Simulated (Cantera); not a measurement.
An adiabatic, constant-volume homogeneous reactor starts with CH4 : O2 : N2 = 1 : 1.54 : 5.78 (molar parts), at 1623 K and 1.00 bar. Integrator tolerance rtol = 1e-08.

Computed with Cantera and GRI-Mech 3.0 (53 species, 325 reactions).

### Question
What does this change do: CH4 1 to 2.9 parts?

### Answer
```tsv
quantity	before	after
time of steepest temperature rise	0.394 ms	0.591 ms
temperature at 1.00 s	2969 K	2073 K
equilibrium temperature	2969 K	2073 K
x(CH4) at 1.00 s	<1e-12 (gas-phase equilibrium <1e-12)	2.45e-7 (gas-phase equilibrium 1.05e-7)
x(O2) at 1.00 s	0.00709 (gas-phase equilibrium 0.00709)	1.14e-10 (gas-phase equilibrium 1.12e-10)
x(O) at 1.00 s	0.00607 (gas-phase equilibrium 0.00607)	9.16e-9 (gas-phase equilibrium 9.08e-9)
x(C2H4) at 1.00 s	<1e-12 (gas-phase equilibrium <1e-12)	5.42e-12 (gas-phase equilibrium 1.80e-12)
x(HCN) at 1.00 s	1.95e-8 (gas-phase equilibrium 1.95e-8)	0.000116 (gas-phase equilibrium 1.07e-5)
```

### Question
What does this change do: O2 1.54 to 1.1 parts?

### Answer
| quantity | before | after |
|---|---|---|
| time of steepest temperature rise | 0.394 ms | 0.562 ms |
| temperature at 1.00 s | 2969 K | 2742 K |
| equilibrium temperature | 2969 K | 2742 K |
| x(CH4) at 1.00 s | <1e-12 (gas-phase equilibrium <1e-12) | 4.29e-12 (gas-phase equilibrium 4.85e-12) |
| x(O2) at 1.00 s | 0.00709 (gas-phase equilibrium 0.00709) | 0.000196 (gas-phase equilibrium 0.000196) |
| x(O) at 1.00 s | 0.00607 (gas-phase equilibrium 0.00607) | 0.000440 (gas-phase equilibrium 0.000440) |
| x(C2H4) at 1.00 s | <1e-12 (gas-phase equilibrium <1e-12) | <1e-12 (gas-phase equilibrium <1e-12) |
| x(HCN) at 1.00 s | 1.95e-8 (gas-phase equilibrium 1.95e-8) | 8.88e-8 (gas-phase equilibrium 8.88e-8) |
